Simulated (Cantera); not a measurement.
**Equilibrium for carbon deposition, reforming and gasification: C3H6 + CO2 + H2**

A closed system holds: 1 mol C3H6, 0.12 mol CO2, 0.64 mol H2, equilibrated at 0.133 bar.

Equilibrium computed with Cantera from the NASA thermochemical tables; the gas is ideal and each condensed phase is pure. Candidate condensed phases: C, C6H6, C7H8, C8H18, H2O; 110 gas species. Rates play no part.

```json
[
 {"T (°C)": "2050", "x H2": "0.906", "x H": "0.0284", "x CO": "0.0610", "x C2H2 (acetylene)": "0.00439", "x C2H": "6.58e-6", "x C3": "1.91e-7", "x C4H2": "8.71e-6", "x C": "9.09e-8", "n C(graphite)": "2.85"},
 {"T (°C)": "2100", "x H2": "0.897", "x H": "0.0362", "x CO": "0.0607", "x C2H2 (acetylene)": "0.00552", "x C2H": "1.20e-5", "x C3": "4.63e-7", "x C4H2": "1.40e-5", "x C": "1.98e-7", "n C(graphite)": "2.84"},
 {"T (°C)": "2150", "x H2": "0.887", "x H": "0.0457", "x CO": "0.0604", "x C2H2 (acetylene)": "0.00686", "x C2H": "2.15e-5", "x C3": "1.08e-6", "x C4H2": "2.19e-5", "x C": "4.19e-7", "n C(graphite)": "2.82"},
 {"T (°C)": "2200", "x H2": "0.874", "x H": "0.0571", "x CO": "0.0601", "x C2H2 (acetylene)": "0.00843", "x C2H": "3.73e-5", "x C3": "2.44e-6", "x C4H2": "3.35e-5", "x C": "8.58e-7", "n C(graphite)": "2.81"},
 {"T (°C)": "2250", "x H2": "0.859", "x H": "0.0706", "x CO": "0.0597", "x C2H2 (acetylene)": "0.0102", "x C2H": "6.33e-5", "x C3": "5.31e-6", "x C4H2": "5.04e-5", "x C": "1.71e-6", "n C(graphite)": "2.80"},
 {"T (°C)": "2300", "x H2": "0.842", "x H": "0.0863", "x CO": "0.0592", "x C2H2 (acetylene)": "0.0123", "x C2H": "0.000105", "x C3": "1.12e-5", "x C4H2": "7.41e-5", "x C": "3.31e-6", "n C(graphite)": "2.78"},
 {"T (°C)": "2350", "x H2": "0.822", "x H": "0.105", "x CO": "0.0586", "x C2H2 (acetylene)": "0.0146", "x C2H": "0.000171", "x C3": "2.30e-5", "x C4H2": "0.000107", "x C": "6.25e-6", "n C(graphite)": "2.76"},
 {"T (°C)": "2400", "x H2": "0.799", "x H": "0.125", "x CO": "0.0580", "x C2H2 (acetylene)": "0.0171", "x C2H": "0.000271", "x C3": "4.60e-5", "x C4H2": "0.000152", "x C": "1.15e-5", "n C(graphite)": "2.73"},
 {"T (°C)": "2450", "x H2": "0.773", "x H": "0.149", "x CO": "0.0572", "x C2H2 (acetylene)": "0.0198", "x C2H": "0.000422", "x C3": "8.93e-5", "x C4H2": "0.000211", "x C": "2.08e-5", "n C(graphite)": "2.71"},
 {"T (°C)": "2500", "x H2": "0.744", "x H": "0.176", "x CO": "0.0564", "x C2H2 (acetylene)": "0.0227", "x C2H": "0.000645", "x C3": "0.000169", "x C4H2": "0.000287", "x C": "3.67e-5", "n C(graphite)": "2.67"},
 {"T (°C)": "2550", "x H2": "0.712", "x H": "0.205", "x CO": "0.0555", "x C2H2 (acetylene)": "0.0256", "x C2H": "0.000967", "x C3": "0.000314", "x C4H2": "0.000384", "x C": "6.34e-5", "n C(graphite)": "2.64"},
 {"T (°C)": "2600", "x H2": "0.677", "x H": "0.237", "x CO": "0.0544", "x C2H2 (acetylene)": "0.0287", "x C2H": "0.00142", "x C3": "0.000568", "x C4H2": "0.000505", "x C": "0.000108", "n C(graphite)": "2.60"}
]
```
x: gas mole fraction; n: condensed amount in mol.

From 2050 °C to 2600 °C the condensed part is C(graphite). The main C-bearing gas is CO at 2050 °C and C2H2 (acetylene) at 2600 °C. The share of C in condensed phases is highest at 2050 °C (91.2 %) and lowest at 2600 °C (83.2 %).
